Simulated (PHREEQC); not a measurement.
Model water analysis in mmol/kgw, 25 °C, pH 8.59, pe 11.1:

```csv
constituent,mmol/kgw
Na,0.229
K,0.107
Ca,0.529
Mg,0.123
Cl,0.0559
S(6),0.531
Alkalinity (meq/kgw),0.579
F,0.000861
Pb,0.000264
```

Valence states are taken as typed.

Computed with PHREEQC (ion-association model, wateq4f.dat).

### Question
The ionic strength comes out as 0.00268 mol/kgw. What activity coefficients do CaHCO3+, Cl-, HCO3-, Ca+2, K+ get?

### Answer
CaHCO3+ 0.95, Cl- 0.94, HCO3- 0.95, Ca+2 0.80, K+ 0.94.

No solid was allowed to form. Examples of supersaturated solids here: Pb(OH)2. Others may be too.
